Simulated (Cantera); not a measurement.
A freely propagating, adiabatic, planar premixed flame of 4.45 % C3H8, 17.1 % O2, 70.4 % N2, 8.02 % H2O, unburnt at 375 K and 100.0 Torr; mixture-averaged transport, grid criteria slope 0.08 and curve 0.16, no radiation.

Cantera simulation using GRI-Mech 3.0 (53 species, 325 reactions); the numbers are that mechanism's predictions, not measurements. GRI-Mech 3.0 was tuned for natural gas; its chemistry of propane as a main component is partial and can be far from experiment. Burning velocities carry a grid error of a few per cent, more on coarse grids.

x: mole fraction of selected species; z is measured from the peak of heat release.

```
z (mm)  T (K)  u (m/s)    x C3H8     x O2   x H2O  x CH2   x CH2CO    x HCN
------  -----  -------  --------  -------  ------  -----  --------  -------
-7.30     375    0.603    0.0445    0.171  0.0801  <1e-8     <1e-8    <1e-8
-4.87     376    0.607    0.0443    0.171  0.0799  <1e-8   3.40e-8    <1e-8
-3.65     383    0.621    0.0441    0.169  0.0802  <1e-8   4.76e-7    <1e-8
-2.43     449    0.738    0.0432    0.163  0.0852  <1e-8   1.18e-5  1.03e-7
-1.22     855     1.46    0.0305    0.125   0.115      ?  0.000275  1.36e-6
-0.608   1228     2.16    0.0102   0.0855   0.143      ?  0.000859  3.33e-6
0        1558     2.81  0.000369   0.0443   0.170      ?  0.000800  6.55e-6
0.608    1721     3.11   7.57e-7   0.0196   0.185      ?  0.000154  8.41e-6
1.22     1771     3.20     <1e-8  0.00897   0.190      ?   1.30e-5  6.95e-6
2.43     1795     3.22     <1e-8  0.00350   0.189      ?   1.03e-7  3.21e-6
4.87     1810     3.23     <1e-8  0.00231   0.186  <1e-8     <1e-8  7.04e-7
9.73     1826     3.26     <1e-8  0.00193   0.186  <1e-8     <1e-8  6.84e-8
19.5     1849     3.29     <1e-8  0.00151   0.188  <1e-8     <1e-8    <1e-8
```

Task: What belongs in the gaps?

Result: 
- -1.22, x CH2: 2.14e-7
- -0.608, x CH2: 9.92e-6
- 0, x CH2: 5.38e-5
- 0.608, x CH2: 3.69e-5
- 1.22, x CH2: 7.69e-6
- 2.43, x CH2: 1.41e-7
